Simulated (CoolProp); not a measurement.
Ethylbenzene along the isobar 1 MPa: fugacity coefficient from the reference equation and from simpler models built on Tc = 617.1 K, pc = 3.622 MPa, ω = 0.304; each cubic takes its own stable root.

Values from CoolProp's reference Helmholtz-energy equation of state, Zhou 2012.

| T (K) | phase | reference | Redlich-Kwong | Peng-Robinson |
|---|---|---|---|---|
| 321.9 | liquid | … | 0.01512 | 0.004825 |
| 338.2 | liquid | 0.009551 | 0.02783 | 0.009849 |
| 354.5 | liquid | 0.01821 | 0.04763 | 0.01860 |
| 370.7 | liquid | 0.03228 | 0.07642 | 0.03276 |
| 387 | liquid | 0.05406 | 0.1166 | 0.05465 |
| 403.3 | liquid | 0.08589 | 0.1701 | … |
| 419.6 | liquid | … | 0.2384 | 0.1313 |
| 435.9 | liquid | 0.1899 | 0.3228 | 0.1913 |
| 452.1 | liquid | 0.2664 | 0.4233 | 0.2685 |
| 468.4 | liquid | 0.3627 | 0.5413 | 0.3658 |
| 484.7 | liquid | 0.4800 | 0.6756 | 0.4844 |
| 501 | liquid | 0.6191 | 0.8250 | 0.6248 |
| 517.3 | liquid | 0.7799 | 0.8470 | 0.7868 |
| 533.5 | gas | 0.8401 | 0.8598 | 0.8399 |
| 549.8 | gas | 0.8562 | … | 0.8539 |
| 566.1 | gas | 0.8701 | 0.8815 | 0.8664 |

### Question
Some entries are withheld; supply them.

### Answer

- 321.9, reference: 0.004616
- 403.3, Peng-Robinson: 0.08662
- 419.6, reference: 0.1303
- 549.8, Redlich-Kwong: 0.8712

At some of these states Redlich-Kwong gives the other phase, because its saturation line lies elsewhere.
